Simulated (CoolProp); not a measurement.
Vapour-liquid equilibrium of propylene (1) + R152A (2) at 0.856 MPa; x and y are mole fractions of (1).

The numbers come from the multi-fluid Helmholtz-energy mixture model, Lemmon 2013 and Outcalt 1996; pair parameters Bell 2016 in CoolProp.

| x | bubble temperature (°C) | y at the bubble point | dew temperature at overall composition x (°C) | liquid density (mol/L) |
|---|---|---|---|---|
| 0.05 | 34.0 | 0.126 | 36.3 | 13.13 |
| 0.2 | 25.3 | 0.390 | 31.6 | 13.09 |
| 0.35 | 19.9 | 0.547 | 26.7 | 12.97 |
| 0.5 | 16.5 | 0.651 | 21.5 | 12.81 |
| 0.65 | 14.5 | 0.736 | 16.6 | 12.67 |
| 0.8 | 13.3 | 0.825 | 13.5 | 12.56 |
| 0.95 | 13.1 | 0.945 | 13.1 | 12.50 |

y crosses x between x = 0.8 and 0.95: the model has an azeotrope there.

Pair parameters are fitted to limited data, so mixtures are less certain than the pure fluids.
